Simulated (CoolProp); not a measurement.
Vapour-liquid equilibrium of p-xylene (1) + n-undecane (2) at 0.0745 MPa; x and y are mole fractions of (1).

Computed with CoolProp (multi-fluid Helmholtz-energy mixture model, Zhou 2012 and Aleksandrov 2011; pair parameters Bell 2016).

Problem. Give the bubble temperature and the first vapour's composition at x = 0.05, 0.35, 0.75. Is there an azeotrope?

Solution. x = 0.05: 452.0 K, y = 0.158; x = 0.35: 428.8 K, y = 0.696; x = 0.75: 408.9 K, y = 0.939. No azeotrope shows between x = 0.05 and 0.95.

Pair parameters are fitted to limited data, so mixtures are less certain than the pure fluids.
